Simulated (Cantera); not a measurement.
## Fluorocarbon and chlorocarbon gases: CH3Cl + HCl + H2 + Si

Charge: 1 mol CH3Cl, 0.032 mol HCl, 15 mol H2, 0.58 mol Si, at 0.290 bar.

Method: chemical equilibrium by Gibbs-energy minimisation in Cantera with the NASA 1993 tables (ideal gas, pure condensed phases). Candidate condensed phases: C, C6H6, C7H8, C8H18, Si, SiC; 109 gas species. The tables' values for SiCl are old estimates; treat these amounts as uncertain. Gases not in the tables: Si2H6 and higher silanes. Rates play no part.

From 2198 K to 2598 K the condensed part is C(graphite) + SiC(s). The main Si-bearing gas is SiCl2 at 2198 K and Si at 2598 K. The share of Si in condensed phases is highest at 2198 K (97.0 %) and lowest at 2598 K (35.7 %).

```csv
T (K),log p H2,log p H,log p HCl,log p C2H2 (acetylene),log p Si,log p SiC2,log p Cl,n C(graphite),n SiC(s)
2198,-0.57,-2.54,-1.77,-3.17,-4.41,-5.43,-3.88,0.355,0.562
2248,-0.57,-2.42,-1.78,-3.05,-4.14,-5.08,-3.76,0.335,0.557
2298,-0.57,-2.31,-1.78,-2.94,-3.88,-4.75,-3.65,0.310,0.550
2348,-0.58,-2.20,-1.78,-2.84,-3.64,-4.43,-3.55,0.282,0.538
2398,-0.58,-2.09,-1.79,-2.74,-3.40,-4.12,-3.45,0.251,0.518
2448,-0.59,-1.99,-1.80,-2.65,-3.17,-3.82,-3.35,0.218,0.485
2498,-0.59,-1.90,-1.80,-2.56,-2.95,-3.54,-3.26,0.185,0.433
2548,-0.60,-1.81,-1.81,-2.48,-2.74,-3.27,-3.18,0.156,0.347
2598,-0.61,-1.72,-1.83,-2.40,-2.54,-3.01,-3.10,0.137,0.207
```
log p: log10 of the partial pressure in bar; n: condensed amount in mol.
